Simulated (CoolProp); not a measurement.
A single-stage vapour-compression cycle with hexamethyldisiloxane (MM): evaporating at 324.15 K (dew point), condensing at 375.15 K (bubble point), superheat 2 K, subcooling 8 K, compressor efficiency 0.85, no pressure losses. Each further row changes one setting.

Model: reference Helmholtz-energy equation of state, Thol 2016, in CoolProp.

```json
[
 {"case": "as stated", "cooling COP": "4.17", "pressure ratio": "5.78", "discharge temperature (K)": "375.2", "refrigerating effect (kJ/kg)": "133", "volumetric capacity (kJ/m³)": "148"},
 {"case": "evaporating temperature 329.15 K", "cooling COP": "4.90", "pressure ratio": "4.72", "discharge temperature (K)": "375.2", "refrigerating effect (kJ/kg)": "140", "volumetric capacity (kJ/m³)": "189"},
 {"case": "condensing temperature 370.15 K", "cooling COP": "4.86", "pressure ratio": "5.00", "discharge temperature (K)": "370.1", "refrigerating effect (kJ/kg)": "143", "volumetric capacity (kJ/m³)": "160"},
 {"case": "subcooling 13 K", "cooling COP": "4.50", "pressure ratio": "5.78", "discharge temperature (K)": "375.2", "refrigerating effect (kJ/kg)": "143", "volumetric capacity (kJ/m³)": "160"},
 {"case": "superheat 12 K", "cooling COP": "4.33", "pressure ratio": "5.78", "discharge temperature (K)": "375.2", "refrigerating effect (kJ/kg)": "148", "volumetric capacity (kJ/m³)": "160"},
 {"case": "compressor efficiency 0.75", "cooling COP": "3.68", "pressure ratio": "5.78", "discharge temperature (K)": "375.2", "refrigerating effect (kJ/kg)": "133", "volumetric capacity (kJ/m³)": "148"}
]
```

The compression ends wet for: as stated; evaporating temperature 329.15 K; condensing temperature 370.15 K; subcooling 13 K; superheat 12 K; compressor efficiency 0.75.
